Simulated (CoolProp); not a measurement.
The numbers come from the reference Helmholtz-energy equation of state, Bücker 2006 in CoolProp.

Q: For isobutane, give the phase and the density (kg/m³), cv (kJ/(kg K)), viscosity (µPa s), fugacity coefficient at 476.3 K and 0.79 MPa.

A: 
- 476.3 K and 0.79 MPa: gas; density 12.1, cv 2.34, viscosity 11.8, fugacity coefficient 0.956

Viscosity comes from a separate model (Vogel 2000).
